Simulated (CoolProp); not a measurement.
R1234yf along the isobar 1110 kPa: fugacity coefficient from the reference equation and from simpler models built on Tc = 94.7 °C, pc = 3384 kPa, ω = 0.276; each cubic takes its own stable root.

Model: reference Helmholtz-energy equation of state, Lemmon 2022, in CoolProp.

| T (°C) | phase | reference | van der Waals | Redlich-Kwong | Soave-Redlich-Kwong | Peng-Robinson |
|---|---|---|---|---|---|---|
| -64.75 | liquid | 0.01473 | 0.1894 | 0.03471 | 0.01453 | 0.01498 |
| -47.95 | liquid | 0.03839 | 0.2876 | 0.07855 | 0.03828 | 0.03871 |
| -31.15 | liquid | 0.08494 | 0.4104 | 0.1532 | 0.08554 | 0.08535 |
| -14.35 | liquid | 0.1650 | 0.5565 | 0.2659 | 0.1676 | 0.1657 |
| 2.45 | liquid | 0.2886 | 0.7236 | 0.4208 | 0.2952 | 0.2900 |
| 19.25 | liquid | 0.4631 | 0.8320 | 0.6178 | 0.4758 | 0.4656 |
| 36.05 | liquid | 0.6915 | 0.8529 | 0.8197 | 0.7110 | 0.6946 |
| 52.85 | gas | 0.8272 | 0.8704 | 0.8449 | 0.8366 | 0.8250 |
| 69.65 | gas | 0.8551 | 0.8852 | 0.8657 | 0.8612 | 0.8498 |
| 86.45 | gas | 0.8774 | 0.8977 | 0.8829 | 0.8816 | 0.8705 |
| 103.25 | gas | 0.8954 | 0.9085 | 0.8974 | 0.8987 | 0.8879 |
| 120.05 | gas | 0.9103 | 0.9179 | 0.9097 | 0.9130 | 0.9026 |
| 136.85 | gas | 0.9228 | 0.9260 | 0.9202 | 0.9253 | 0.9152 |

At some of these states van der Waals, Redlich-Kwong gives the other phase, because its saturation line lies elsewhere.
